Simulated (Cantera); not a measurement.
A Cantera script and what it prints.

```python
import numpy as np
import cantera as ct

gas_names = """
    CL CL2 H HCL H2 N NH NH2 NH3 N2 N2H2 N2H4 Si SiCL SiCL2 SiCL3 SiCL4 SiH SiHCL3 SiH2 SiH2CL2 SiH3
    SiH3CL SiH4 SiN Si2 Si2N Si3
""".split()
cond_names = """
    NH4CL(a) NH4CL(b) Si(cr) Si(L) Si3N4(a)
""".split()


def load(file, names, dense=False):
    # The tables refer to 1 bar. Condensed volumes are neglected.
    table = {s.name: s for s in ct.Species.list_from_file(file)}
    out = []
    for n in names:
        d = dict(table[n].input_data)
        d["thermo"] = dict(d["thermo"], **{"reference-pressure": 1e5})
        if dense:
            d["equation-of-state"] = {"model": "constant-volume", "density": "1e6 g/cm^3"}
        out.append(ct.Species.from_dict(d))
    return out


gas = ct.Solution(thermo="ideal-gas", species=load("nasa_gas.yaml", gas_names))
cond = {s.name: ct.Solution(thermo="fixed-stoichiometry", species=[s], name=s.name)
        for s in load("nasa_condensed.yaml", cond_names, dense=True)}
atoms = {
    'SiCl4': {'Si': 1, 'CL': 4},
    'N2': {'N': 2},
    'H2': {'H': 2},
}
top_T = {'Si3N4(a)': 2400}  # K; cautious upper limits of use, not melting points


def equilibrate(T, P, feed):
    n = {}
    for name, mol in feed.items():
        for a, k in atoms[name].items():
            n[a] = n.get(a, 0.0) + k * mol
    gas.TPX = T, P, n
    mass = sum(n.values()) * gas.mean_molecular_weight
    gas.equilibrate("TP")
    valid = [c for c in cond.values() if c.min_temp <= T <= top_T.get(c.name, c.max_temp)]
    mix = ct.Mixture([(gas, mass / gas.mean_molecular_weight)] + [(c, 0.0) for c in valid])
    mix.T, mix.P = T, P
    mix.equilibrate("TP", solver="vcs", rtol=1e-11, max_steps=5000)
    return mix


results = []
feed = {'SiCl4': 1, 'N2': 5, 'H2': 4.1}  # mol
P = 59  # Pa
for T in [1223, 1323, 1423, 1523, 1623, 1723, 1823, 1923, 2023, 2123]:
    mix = equilibrate(T, P, feed)
    results.append((T, P, feed, dict(zip(mix.species_names, mix.species_moles))))

top = {s: max(r[3][s] / sum(r[3][g] for g in gas_names) for r in results) for s in gas_names}
cols = sorted((s for s in top if top[s] > 0.0001), key=lambda s: -top[s])[:5]
seen = [c for c in cond_names if any(r[3].get(c, 0) > 1e-12 for r in results)]
print("log10 of partial pressures in bar; condensed amounts in mol")
print(f"{'T/K':>10s}" + "".join(f"{s[:9]:>10s}" for s in cols + seen))
for T, P, feed, n in results:
    ng = sum(n[g] for g in gas_names)
    print(f"{T:10.4g}" + "".join(f"{np.log10(max(n[s] / ng * P / 1e5, 1e-99)):10.3f}" for s in cols)
          + "".join(f"{n.get(c, 0):10.4g}" for c in seen))
```

Result:

```
log10 of partial pressures in bar; condensed amounts in mol
       T/K        N2       HCL        H2     SiCL2         H  Si3N4(a)
      1223    -3.602    -3.695    -3.884    -5.545    -8.464    0.2879
      1323    -3.596    -3.745    -3.860    -4.826    -7.730    0.2215
      1423    -3.583    -3.875    -3.810    -4.418    -7.083   0.08526
      1523    -3.575    -3.978    -3.782    -4.283    -6.527         0
      1623    -3.576    -3.977    -3.784    -4.280    -6.052         0
      1723    -3.577    -3.978    -3.787    -4.282    -5.632         0
      1823    -3.580    -3.978    -3.794    -4.295    -5.261         0
      1923    -3.586    -3.970    -3.814    -4.335    -4.933         0
      2023    -3.598    -3.954    -3.853    -4.428    -4.648         0
      2123    -3.618    -3.949    -3.915    -4.602    -4.403         0
```

Cantera equilibrium calculation (NASA polynomials, part measured and part estimated; ideal gas, pure solids and liquids). N2 is the only nitrogen source here; it is nearly inert below about 1500 K, so the nitride shown seldom forms there in practice. The tables' values for SiCl, SiCl3, SiN are old estimates; treat these amounts as uncertain.
